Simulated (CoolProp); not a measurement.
The fluid at 421.38 K and 3.84 MPa is throttled through a valve to 0.334 MPa with no heat exchange. The same conditions are run with several fluids, on thermodynamics alone (safety and materials aside).

Model: reference Helmholtz-energy equation of state of each fluid (ethane: Bücker 2006; chloromethane (R40): Thol 2014; carbon dioxide: Span 1996; isobutene: Lemmon 2005; hydrogen sulfide: Lemmon 2006), in CoolProp.

Task: Rank ethane, chloromethane (R40), carbon dioxide, isobutene, hydrogen sulfide by temperature change (K), highest first.

Result: ethane (-16.5), carbon dioxide (-17.0), hydrogen sulfide (-30.7), chloromethane (R40) (-52.6), isobutene (-54.0)

```
fluid                final density (kg/m³)
-------------------  ---------------------
ethane                                3.01
chloromethane (R40)                   5.66
carbon dioxide                        4.40
isobutene                             6.43
hydrogen sulfide                      3.54
```
